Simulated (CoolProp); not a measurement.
Sulfur hexafluoride along the isotherm 242.5 K: fugacity coefficient from the reference equation and from simpler models built on Tc = 318.7 K, pc = 3.755 MPa, ω = 0.210; each cubic takes its own stable root.

Computed with CoolProp (reference Helmholtz-energy equation of state, Guder 2009).

| p (MPa) | phase | reference |
|---|---|---|
| 0.512 | liquid | 0.8430 |
| 1.02 | liquid | 0.4322 |
| 1.54 | liquid | 0.2925 |
| 2.05 | liquid | 0.2244 |
| 2.56 | liquid | 0.1835 |
| 3.07 | liquid | 0.1562 |
| 3.58 | liquid | 0.1368 |
| 4.1 | liquid | 0.1220 |
| 4.61 | liquid | 0.1108 |
| 5.12 | liquid | 0.1019 |
| 5.63 | liquid | 0.09459 |

Question: How far does each simpler model (van der Waals, Redlich-Kwong) lie from the reference over these 11 states: mean and median of the absolute difference, and the worst?

Answer: 
- van der Waals: mean 111.5 %, median 122.2 %, worst +134.4 % at 242.5 K and 5.63 MPa
- Redlich-Kwong: mean 28.2 %, median 30.3 %, worst +31.3 % at 242.5 K and 5.63 MPa

At some of these states van der Waals, Redlich-Kwong gives the other phase, because its saturation line lies elsewhere.
